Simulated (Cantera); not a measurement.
Equilibrium for silicon carbide growth: (CH₃)₂SiCl₂ + CH₄ + H₂ + C₂H₄

A closed system holds: 1 mol (CH₃)₂SiCl₂, 0.044 mol CH₄, a varied amount of H₂, 0.0077 mol C₂H₄, equilibrated at 2323 K and 0.00100 bar.

Equilibrium computed with Cantera from the NASA thermochemical tables; the gas is ideal and each condensed phase is pure. Candidate condensed phases: C, C₆H₆, C₇H₈, C₈H₁₈, Si, SiC; 109 gas species. The feed counts by its element totals alone. The tables' values for SiCl are old estimates; treat these amounts as uncertain. Gases not in the tables: Si₂H₆ and higher silanes. Kinetics and transport are ignored.

From 10 mol H₂ to 140 mol H₂ the condensed part is C(graphite). From 240 mol H₂ to 1900 mol H₂ nothing is condensed. The main Si-bearing gas is Si throughout.

```tsv
n(H₂) (mol)	x H₂	x H	x HCl	x Si	x Cl	n C(graphite)
10	0.570	0.260	0.0835	0.0455	0.0273	1.70
17	0.613	0.270	0.0581	0.0318	0.0184	1.64
29	0.645	0.277	0.0381	0.0210	0.0117	1.54
49	0.668	0.281	0.0242	0.0134	0.00732	1.38
83	0.683	0.285	0.0149	0.00828	0.00446	1.09
140	0.692	0.287	0.00908	0.00505	0.00270	0.620
240	0.699	0.288	0.00538	0.00303	0.00159	0
400	0.703	0.289	0.00326	0.00192	0.000962	0
680	0.706	0.289	0.00193	0.00117	0.000568	0
1100	0.707	0.290	0.00120	0.000742	0.000352	0
1900	0.708	0.290	0.000694	0.000436	0.000204	0
```
x: gas mole fraction; n: condensed amount in mol.
